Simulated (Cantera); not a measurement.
Feed: 1 mol Si, a varied amount of HCl, 7.2 mol H₂, equilibrated at 1277 °C and 19.0 mbar.

These are equilibrium values from Cantera (NASA tables, ideal gas, pure condensed phases), not measurements of a reactor. Candidate condensed phases: Si; 19 gas species. The tables' values for SiCl₃, SiCl are old estimates; treat these amounts as uncertain. Rates play no part.

x: gas mole fraction; n: condensed amount in mol.

| n(HCl) (mol) | x H₂ | x HCl | x SiCl₂ | x SiCl₃ | x H | x SiHCl₃ | x SiCl₄ | n Si(s) |
|---|---|---|---|---|---|---|---|---|
| 0.11 | 0.985 | 0.0138 | 0.000640 | 2.23e-6 | 0.000227 | 1.91e-7 | 2.17e-8 | 0.995 |
| 0.23 | 0.971 | 0.0262 | 0.00235 | 1.57e-5 | 0.000225 | 1.34e-6 | 2.93e-7 | 0.982 |
| 0.34 | 0.959 | 0.0360 | 0.00449 | 4.15e-5 | 0.000224 | 3.50e-6 | 1.07e-6 | 0.966 |
| 0.46 | 0.947 | [?] | [?] | 8.46e-5 | 0.000222 | [?] | [?] | 0.944 |
| 0.57 | 0.937 | [?] | [?] | 0.000137 | 0.000221 | [?] | [?] | 0.921 |
| 0.69 | 0.926 | 0.0604 | 0.0131 | 0.000208 | 0.000220 | 1.72e-5 | 9.14e-6 | 0.894 |
| 0.8 | 0.917 | 0.0667 | 0.0162 | 0.000283 | 0.000219 | 2.34e-5 | 1.38e-5 | 0.868 |
| 0.92 | 0.907 | 0.0729 | 0.0195 | 0.000376 | 0.000218 | 3.09e-5 | 2.02e-5 | 0.838 |
| 1 | 0.901 | 0.0768 | 0.0218 | 0.000444 | 0.000217 | 3.63e-5 | 2.52e-5 | 0.817 |
| 1.1 | 0.893 | 0.0813 | 0.0247 | 0.000534 | 0.000216 | 4.35e-5 | 3.22e-5 | 0.790 |

Some entries are withheld; supply them.


- 0.46, x HCl: 0.0453
- 0.46, x SiCl₂: 0.00722
- 0.46, x SiHCl₃: 7.09e-6
- 0.46, x SiCl₄: 2.76e-6
- 0.57, x HCl: 0.0529
- 0.57, x SiCl₂: 0.00997
- 0.57, x SiHCl₃: 1.14e-5
- 0.57, x SiCl₄: 5.26e-6
